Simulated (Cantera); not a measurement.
Charge: 1 mol Fe(CO)₅, 1.7 mol O₂, a varied amount of H₂, at 1277 °C and 101000 Pa.

Method: chemical equilibrium by Gibbs-energy minimisation in Cantera with the NASA 1993 tables (ideal gas, pure condensed phases). Candidate condensed phases: C, C₆H₆, C₇H₈, C₈H₁₈, Fe, Fe(CO)₅, FeO, Fe(OH)₂, Fe(OH)₃, Fe₂O₃, Fe₃O₄, H₂O; 114 gas species. Mutual solubility and eutectic melting of coexisting phases are not modelled. The tables' stoichiometric FeO is somewhat more stable than real wüstite, so its field is too wide. FeO: taken at fixed stoichiometry. Kinetics and transport are ignored.

x: gas mole fraction; n: condensed amount in mol.

```tsv
n(H₂) (mol)	x H₂	x CO	x CO₂	x H₂O	x H	x Fe(OH)₂	x CH₄	n FeO(s)	n Fe(γ)
0.93	0.0601	0.535	0.308	0.0967	7.67e-6	…	3.04e-9	1.000	0
1.2	0.0796	0.533	0.273	0.114	8.83e-6	…	5.96e-9	1.000	0
1.6	0.109	0.527	0.230	0.133	1.03e-5	…	1.30e-8	1.000	0
2.1	0.146	0.516	0.189	0.150	1.20e-5	…	2.73e-8	1.000	0
2.8	0.197	0.495	0.146	0.162	1.39e-5	4.00e-6	5.91e-8	1.000	0
3.6	0.251	0.470	0.112	0.167	1.57e-5	4.13e-6	1.13e-7	1.000	0
4.8	0.324	0.431	0.0790	0.166	1.78e-5	4.10e-6	2.23e-7	1.000	0
6.3	0.387	0.382	0.0600	0.170	1.95e-5	4.20e-6	3.31e-7	0.801	0.199
8.2	0.432	0.327	0.0514	0.189	2.06e-5	…	3.52e-7	0.221	0.779
11	0.510	0.278	0.0347	0.178	2.23e-5	…	5.23e-7	0	1.000
14	0.581	0.240	0.0230	0.156	2.38e-5	…	7.64e-7	0	1.000
```

**Question.** What belongs in the gaps?

**Answer.** 
- 0.93, x Fe(OH)₂: 2.39e-6
- 1.2, x Fe(OH)₂: 2.81e-6
- 1.6, x Fe(OH)₂: 3.29e-6
- 2.1, x Fe(OH)₂: 3.69e-6
- 8.2, x Fe(OH)₂: 4.68e-6
- 11, x Fe(OH)₂: 3.49e-6
- 14, x Fe(OH)₂: 2.35e-6
